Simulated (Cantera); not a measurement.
Feed: 1 mol Si3N4, 0.0026 mol O2, 14 mol N2, held at 1898.15 K and 1400 Pa.

Cantera equilibrium calculation (NASA polynomials, part measured and part estimated; ideal gas, pure solids and liquids). Candidate condensed phases: Si, SiO2, Si2N2O, Si3N4; 16 gas species. The tables' values for SiN are old estimates; treat these amounts as uncertain. Equilibrium is a limit: real reactors are often held back by kinetics, nucleation or transport.

Base state: N2 0.999, Si 0.000879, SiO 0.000325, Si2N 5.07e-5, SiN 3.50e-5 (mole fractions); condensed: Si(l).

Task: What changes in the equilibrium state with this change: O2 from 0.0026 to 0.16 mol?

Result: 
```tsv
species	before	after
N2	0.999	0.979
SiO	0.000325	0.0196
Si	0.000879	0.000879
Si2N	5.07e-5	5.02e-5
SiN	3.50e-5	3.46e-5
Si(l), mol	2.98	2.66
```

Task: What changes in the equilibrium state with this change: temperature from 1898.15 K to 1623.15 K?

Result: 
```tsv
species	before	after
N2	0.999	1.000
SiO	0.000325	0.000309
Si	0.000879	1.12e-6
Si2N	5.07e-5	1.80e-8
SiN	3.50e-5	1.05e-7
Si(l), mol	2.98	0
Si2N2O(s), mol	0	0.000869
Si3N4(s), mol	0	0.998
```
Mutual solubility and eutectic melting of coexisting phases are not modelled.
